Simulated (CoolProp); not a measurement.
Vapour pressure (bar) of R1234ze(Z): the reference equation beside estimates from Tc = 423.3 K, pc = 35.31 bar, ω = 0.327. Clausius-Clapeyron is anchored at 304.8 K with a constant enthalpy of vaporisation of 23.04 kJ/mol.

Values from CoolProp's reference Helmholtz-energy equation of state, Akasaka 2019.

```tsv
T (K)	reference	Clausius-Clapeyron	van der Waals
294.5	1.562	1.616	6.862
299.6	1.866	1.897	7.488
304.8	2.221	2.221	8.165
309.9	2.618	2.579	8.865
315	3.069	2.981	9.604
320.2	3.587	3.439	10.40
325.3	4.158	3.939	11.21
330.4	4.796	4.493	12.07
335.6	5.520	5.116	12.98
340.7	6.309	5.790	13.92
```

Absolute difference from the reference over all 10 rows, mean and median: Clausius-Clapeyron 4.1 and 3.8 %, van der Waals 212.7 and 201.4 %.
